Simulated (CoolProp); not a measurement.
Vapour pressure (MPa) of tetrahydrofuran: the reference equation beside estimates from Tc = 267.0 °C, pc = 5.304 MPa, ω = 0.234.

Computed with CoolProp (reference Helmholtz-energy equation of state, Fiedler 2023).

```tsv
T (°C)	reference	van der Waals	Soave-Redlich-Kwong	Peng-Robinson
29.25	0.02599	0.3051	0.02512	0.02610
37.55	0.03656	0.3594	0.03546	0.03658
45.85	0.05036	0.4201	0.04902	0.05026
54.15	0.06806	0.4874	0.06650	0.06780
62.45	0.09041	0.5617	0.08866	0.08995
70.75	0.1182	0.6433	0.1163	0.1175
79.05	0.1522	0.7325	0.1504	0.1513
87.35	0.1935	0.8296	0.1919	0.1924
95.65	0.2429	0.9348	0.2418	0.2417
103.95	0.3015	1.048	0.3012	0.3002
112.25	0.3703	1.171	0.3712	0.3692
120.55	0.4504	1.302	0.4530	0.4497
128.85	0.5430	1.443	0.5479	0.5430
137.15	0.6491	1.592	0.6570	0.6503
```

Absolute difference from the reference over all 14 rows, mean and median: van der Waals 445.1 and 355.0 %, Soave-Redlich-Kwong 1.5 and 1.2 %, Peng-Robinson 0.3 and 0.4 %.
